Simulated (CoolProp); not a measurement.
Fluoroethane (R161) along the isobar 0.97 MPa: density (kg/m³) from the reference equation and from simpler models built on Tc = 375.2 K, pc = 5.010 MPa, ω = 0.216; each cubic takes its own stable root.

Model: reference Helmholtz-energy equation of state, Wu 2012, in CoolProp.

```tsv
T (K)	phase	reference
214.6	liquid	847.6
232.7	liquid	822.9
250.8	liquid	796.5
268.9	liquid	767.5
287	liquid	734.5
305.1	gas	21.84
323.2	gas	19.83
341.3	gas	18.28
359.5	gas	17.02
377.6	gas	15.97
395.7	gas	15.06
413.8	gas	14.28
431.9	gas	13.58
450	gas	12.95
```

**Question.** How far does each simpler model (van der Waals, Peng-Robinson) lie from the reference over these 14 states: mean and median of the absolute difference, and the worst?

**Answer.** 
- van der Waals: mean 24.2 %, median 3.3 %, worst -97.0 % at 287 K and 0.97 MPa
- Peng-Robinson: mean 1.6 %, median 0.5 %, worst -5.0 % at 287 K and 0.97 MPa

At some of these states van der Waals gives the other phase, because its saturation line lies elsewhere.
